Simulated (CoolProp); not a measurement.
The numbers come from the reference Helmholtz-energy equation of state, Guder 2009 in CoolProp.

Q: For sulfur hexafluoride, give the phase and the density (kg/m³), isothermal compressibility (1/MPa), expansivity (1/kK) at 265.7 K and 3.21 MPa; 294.6 K and 3.21 MPa.

A: 
- 265.7 K and 3.21 MPa: liquid; density 1630, isothermal compressibility 0.00661, expansivity 3.82
- 294.6 K and 3.21 MPa: liquid; density 1410, isothermal compressibility 0.0208, expansivity 7.10
